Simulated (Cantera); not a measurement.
## Reactions in the system Ca-Cl-F-N

Standard-state values (1 bar) from the NASA 1993 polynomials, evaluated with Cantera. Values are per mole of reaction as written; species without (g) are pure solids or liquids, kept so even where they would boil at 1 bar.

3 CaCl2 + 2 NF3(g) → 2 N(g) + 3 CaF2 + 6 Cl(g)

| T (K) | ΔH° (kJ) | ΔS° (J/K) | ΔG° (kJ) | log10 K | condensed phases |
|---|---|---|---|---|---|
| 550 | 657.7 | 696.3 | 274.8 | -26.09 | CaCl2(s), CaF2(s) |
| 700 | 662.7 | 704.3 | 169.7 | -12.66 | CaCl2(s), CaF2(s) |
| 850 | 667.3 | 710.3 | 63.6 | -3.91 | CaCl2(s), CaF2(s) |
| 1000 | 671.8 | 715.2 | -43.4 | 2.27 | CaCl2(s), CaF2(s) |
| 1150 | 585.8 | 632.9 | -142.1 | 6.46 | CaCl2(l), CaF2(s) |
| 1300 | 584.9 | 632.2 | -237.0 | 9.52 | CaCl2(l), CaF2(s) |
| 1450 | 601.7 | 644.0 | -332.1 | 11.96 | CaCl2(l), CaF2(s) |
| 1600 | 611.8 | 650.7 | -429.2 | 14.01 | CaCl2(l), CaF2(s) |
| 1750 | 706.9 | 707.0 | -530.3 | 15.83 | CaCl2(l), CaF2(l) |
